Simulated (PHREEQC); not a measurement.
# Buffer: speciation

Solution (25 °C): 0.66 mmol/kgw KH2PO4 and 0.5 mmol/kgw Na2HPO4. It is in equilibrium with CO2 at log p = 0 (atm). Otherwise closed; pH follows from the charge balance.

The numbers come from PHREEQC with the ion-association model, wateq4f.dat.

```json
{
  "pH": "4.53",
  "ionic_strength": "0.00169 mol/kgw",
  "total_alkalinity": "0.500 meq/kg"
}
```

| species | molality | activity | log γ |
|---|---|---|---|
| CO2 | 0.0340 | 0.0340 | 0.000 |
| H2PO4- | 0.00115 | 0.00110 | -0.020 |
| Na+ | 0.001000 | 0.000955 | -0.020 |
| K+ | 0.000660 | 0.000630 | -0.020 |
| HCO3- | 0.000533 | 0.000509 | -0.020 |
| H+ | 3.10e-5 | 2.97e-5 | -0.019 |
| H3PO4 | 4.82e-6 | 4.82e-6 | 0.000 |

Precipitation was switched off in this run. H3PO4, which wateq4f.dat lacks, is added to it with the constant of phreeqc.dat.
